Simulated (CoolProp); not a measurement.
Saturated liquid density (kg/m³) of octamethylcyclotetrasiloxane (D4): the reference equation beside estimates from Tc = 586.5 K, pc = 1347 kPa, ω = 0.598. Rackett uses Z = 0.29056 − 0.08775 ω.

The numbers come from the reference Helmholtz-energy equation of state, Thol 2015 in CoolProp.

| T (K) | reference | Rackett | van der Waals | Redlich-Kwong | Soave-Redlich-Kwong | Peng-Robinson |
|---|---|---|---|---|---|---|
| 354.4 | 885.6 | 1035 | 503.7 | 741.0 | 796.5 | 896.6 |
| 357.8 | 881.5 | 1031 | 501.6 | 737.5 | 793.6 | 893.5 |
| 361.1 | 877.6 | 1026 | 499.7 | 734.1 | 790.7 | 890.5 |
| 364.5 | ___ | 1021 | 497.6 | 730.6 | ___ | 887.3 |
| 367.8 | 869.6 | 1016 | 495.6 | 727.1 | 784.7 | 884.1 |
| 371.2 | 865.5 | 1011 | 493.5 | 723.4 | 781.6 | 880.8 |
| 374.5 | 861.5 | 1007 | 491.5 | ___ | 778.5 | 877.5 |
| 377.9 | 857.4 | 1002 | 489.3 | 716.1 | 775.3 | 874.0 |
| 381.2 | 853.4 | 996.8 | 487.2 | 712.5 | 772.2 | 870.6 |
| 384.6 | 849.2 | 991.7 | 485.1 | 708.7 | 768.8 | 867.1 |
| 388 | 845.0 | 986.7 | 482.9 | 704.8 | 765.5 | 863.4 |
| 391.3 | 840.9 | 981.7 | 480.7 | 701.1 | 762.1 | 859.8 |

Task: Complete the blanks.

Result: 
- 364.5, reference: 873.5
- 364.5, Soave-Redlich-Kwong: 787.7
- 374.5, Redlich-Kwong: 719.9

Absolute difference from the reference over all 12 rows, mean and median: Rackett 16.8 and 16.9 %, van der Waals 43.0 and 43.0 %, Redlich-Kwong 16.4 and 16.4 %, Soave-Redlich-Kwong 9.7 and 9.7 %, Peng-Robinson 1.8 and 1.8 %.
